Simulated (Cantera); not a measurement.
**CCl4 + H2 (fluorocarbon and chlorocarbon gases)**

A closed system holds: 1 mol CCl4, 16 mol H2, at 0.00825 Torr.

These are equilibrium values from Cantera (NASA tables, ideal gas, pure condensed phases), not measurements of a reactor. Candidate condensed phases: C, C6H6, C7H8, C8H18; 91 gas species. Kinetics and transport are ignored.

```tsv
T (K)	log p H	log p H2	log p HCl	log p Cl	log p C3	log p C	n C(graphite)
1725	-6.28	-5.09	-5.65	-6.94	-13.98	-13.50	0.997
1775	-6.09	-5.10	-5.66	-6.77	-13.28	-12.89	0.996
1825	-5.92	-5.12	-5.69	-6.60	-12.61	-12.31	0.994
1875	-5.76	-5.15	-5.73	-6.46	-11.99	-11.76	0.992
1925	-5.61	-5.19	-5.78	-6.33	-11.39	-11.25	0.989
1975	-5.49	-5.24	-5.85	-6.22	-10.83	-10.75	0.985
2025	-5.37	-5.31	-5.94	-6.13	-10.29	-10.29	0.981
2075	-5.28	-5.40	-6.05	-6.06	-9.78	-9.84	0.975
2125	-5.20	-5.52	-6.19	-6.01	-9.30	-9.42	0.969
2175	-5.14	-5.66	-6.35	-5.97	-8.84	-9.01	0.956
2225	-5.10	-5.81	-6.53	-5.95	-8.40	-8.63	0.927
2275	-5.07	-5.99	-6.72	-5.93	-7.98	-8.26	0.854
```
log p: log10 of the partial pressure in bar; n: condensed amount in mol.

From 1725 K to 2275 K the condensed part is C(graphite). The main C-bearing gas is C2H2 (acetylene) at 1725 K and C3 at 2275 K. The share of C in condensed phases is highest at 1725 K (99.7 %) and lowest at 2275 K (85.4 %).
